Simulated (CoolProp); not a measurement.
Vapour-liquid equilibrium of n-pentane (1) + acetone (2) at 201 kPa; x and y are mole fractions of (1).

Computed with CoolProp (multi-fluid Helmholtz-energy mixture model, Thol 2019 and Lemmon 2006; pair parameters Bell 2016).

```tsv
x	bubble temperature (°C)	y at the bubble point	dew temperature at overall composition x (°C)	liquid density (mol/L)
0.05	70.7	0.216	76.1	12.22
0.125	63.9	0.400	73.7	11.84
0.2	59.9	0.500	71.2	11.43
0.275	57.5	0.559	68.6	11.02
0.35	56.0	0.598	65.8	10.63
0.425	55.1	0.626	62.9	10.26
0.5	54.5	0.649	59.9	9.916
0.575	54.0	0.671	56.9	9.594
0.65	53.8	0.695	54.5	9.296
0.725	53.7	0.724	53.7	9.021
0.8	53.8	0.762	54.2	8.765
0.875	54.5	0.819	55.3	8.525
0.95	55.9	0.908	56.7	8.292
```

y crosses x between x = 0.65 and 0.725: the model has an azeotrope there.

The pair parameters rest on a limited set of measurements; away from them the model extrapolates.
